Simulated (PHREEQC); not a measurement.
Solution (20 °C): 0.0069 mol HF, 0.0002 mol NaF and 6.8e-05 mol H3PO4 per kg of water. Closed to the air; pH follows from the charge balance.

Model: ion-association model, wateq4f.dat, run in PHREEQC.

Precipitation was switched off in this run.

### Question
Estimate the pH.

### Answer
pH 2.74.

### Question
In which forms is F present?

### Answer
HF 68 %, F- 29 %, H2F2 2.1 %, HF2- 1.0 % of the F.

H3PO4, which wateq4f.dat lacks, is added to it with the constant of phreeqc.dat.
